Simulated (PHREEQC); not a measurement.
Dissolve 0.021 mol HBr, 0.0029 mol NaCl and 0.0015 mol CuCl2 per kg of water at 20 °C. Closed to the air; pH follows from the charge balance.

Computed with PHREEQC (ion-association model, phreeqc.dat).

| Property | Value |
|---|---|
| pH | 1.74 |
| ionic strength | 0.0284 mol/kgw |
| specific conductance | 7700 µS/cm |
| total alkalinity | -21.0 meq/kg |

```
species  molality  activity   log γ
-------  --------  --------  ------
H+         0.0210    0.0184  -0.057
Br-        0.0210    0.0177  -0.073
Cl-       0.00589   0.00501  -0.070
Na+       0.00290   0.00248  -0.067
Cu+2      0.00149  0.000826  -0.256
CuCl+     1.02e-5   8.68e-6  -0.070
CuCl2     2.20e-8   2.21e-8   0.003
```

No solid was allowed to form. Complexes and solids missing from the database can't appear.
